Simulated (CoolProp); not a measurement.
Saturation properties of cyclopentane.

Values from CoolProp's reference Helmholtz-energy equation of state, Gedanitz 2015.

```
T (°C)  p (MPa)  liquid density (kg/m³)  vapour density (kg/m³)  enthalpy of vaporisation (kJ/kg)  liquid conductivity (mW/(m K))
------  -------  ----------------------  ----------------------  --------------------------------  ------------------------------
123.05        …                   630.8                       …                             324.5                            92.6
127.35   0.7587                       …                   18.72                             319.9                            91.2
131.55        …                   619.6                   20.37                             315.3                            89.9
135.75   0.8966                   613.9                   22.14                             310.6                            88.6
140.05   0.9739                   607.9                   24.08                             305.6                            87.4
144.25    1.054                   602.0                   26.12                             300.6                            86.1
148.45    1.139                   595.9                   28.31                             295.4                            84.9
152.75        …                   589.6                   30.71                             289.9                            83.7
156.95    1.327                   583.2                   33.24                             284.4                            82.5
161.15    1.427                   576.7                   35.95                             278.7                            81.3
165.35    1.533                   570.1                   38.86                                 …                            80.2
```

Problem. Fill in the missing entries.

Solution. 
- 123.05, p (MPa): 0.6945
- 123.05, vapour density (kg/m³): 17.14
- 127.35, liquid density (kg/m³): 625.2
- 131.55, p (MPa): 0.8255
- 152.75, p (MPa): 1.231
- 165.35, enthalpy of vaporisation (kJ/kg): 272.8

It boils at 49.2 °C under 1 atm.

Thermal conductivity comes from a separate model (Vassiliou 2015).
